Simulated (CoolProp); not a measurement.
R404A at 298.15 K and 0.528 MPa is compressed adiabatically to 2.2 MPa with isentropic efficiency 0.6. Each further row changes one setting.

Model: reference Helmholtz-energy equation of state, Lemmon 2003, in CoolProp. It is a pseudo-pure fit of the blend.

```
case             work (kJ/kg)  final temperature (K)  final density (kg/m³)
---------------  ------------  ---------------------  ---------------------
as stated                55.7                  371.9                   84.9
efficiency 1             33.4                  353.2                   94.8
efficiency 0.65          51.4                  368.3                   86.5
```
